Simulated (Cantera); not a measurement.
An isothermal, constant-pressure homogeneous reactor starts with CH₃OH : O₂ : N₂ = 0.006 : 0.0093 : 1 (molar parts), at 1575 K and 1130 Torr. Integrator tolerance rtol = 1e-08.

Computed with Cantera and GRI-Mech 3.0 (53 species, 325 reactions). GRI-Mech 3.0 was tuned for natural gas; its chemistry of methanol as a main component is partial and can be far from experiment.

```tsv
quantity	before	after
x(CH₃OH) at 2.00 s	<1e-12 (gas-phase equilibrium <1e-12)	<1e-12 (gas-phase equilibrium <1e-12)
x(O₂) at 2.00 s	0.000291 (gas-phase equilibrium 0.000262)	0.000326 (gas-phase equilibrium 0.000294)
x(H₂) at 2.00 s	3.25e-6 (gas-phase equilibrium 2.94e-6)	8.85e-6 (gas-phase equilibrium 1.02e-10)
x(HO₂) at 2.00 s	1.02e-9 (gas-phase equilibrium 8.14e-10)	1.53e-7 (gas-phase equilibrium 3.78e-12)
x(NO) at 2.00 s	9.42e-6 (gas-phase equilibrium 6.87e-5)	2.69e-8 (gas-phase equilibrium 1.72e-6)
x(N₂O) at 2.00 s	6.89e-9 (gas-phase equilibrium 5.64e-9)	1.73e-7 (gas-phase equilibrium 1.88e-10)
x(C₂H₄) at 2.00 s	<1e-12 (gas-phase equilibrium <1e-12)	<1e-12 (gas-phase equilibrium <1e-12)
```

Name the change that produced these shifts.
(A) pressure from 1130 Torr to 5930 Torr
(B) pressure from 1130 Torr to 3750 Torr
(C) temperature 1575 to 1075 K
(D) temperature 1575 to 1025 K

D, temperature 1575 to 1025 K
